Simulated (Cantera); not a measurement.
Charge: 1 mol Si3H8, 1.1 mol HCl, 130 mol H2, at 1375 K and 9.40 mbar.

These are equilibrium values from Cantera (NASA tables, ideal gas, pure condensed phases), not measurements of a reactor. Candidate condensed phases: Si; 19 gas species. The feed counts by its element totals alone. Equilibrium is a limit: real reactors are often held back by kinetics, nucleation or transport.

Base state: H2 0.992, HCl 0.00779, SiCl2 0.000176, H 3.52e-5 (mole fractions); condensed: Si(s).

Q: What changes in the equilibrium state with this change: H2 from 130 to 9.7 mol?

A: 
```
species       before     after
----------  --------  --------
H2             0.992     0.936
HCl          0.00779    0.0547
SiCl2       0.000176   0.00921
SiCl4        1.68e-8   4.59e-5
SiCl3        8.02e-7  0.000303
SiHCl3       1.36e-7   5.01e-5
Si(s), mol      2.98      2.86
```
The tables' values for SiCl3 are old estimates; treat these amounts as uncertain.
